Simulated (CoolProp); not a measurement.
Model: reference Helmholtz-energy equation of state, Schmidt 1985, in CoolProp. Above 300 K oxygen's equation is extrapolated.

**Question.** For oxygen, give the phase and the density (kg/m³), cp (kJ/(kg K)), isothermal compressibility (1/MPa), conductivity (mW/(m K)) at -26.45 °C and 2.88 MPa.

**Answer.** 
- -26.45 °C and 2.88 MPa: gas; density 46.8, cp 0.992, isothermal compressibility 0.362, conductivity 23.8

Thermal conductivity comes from a separate model (Lemmon 2004).
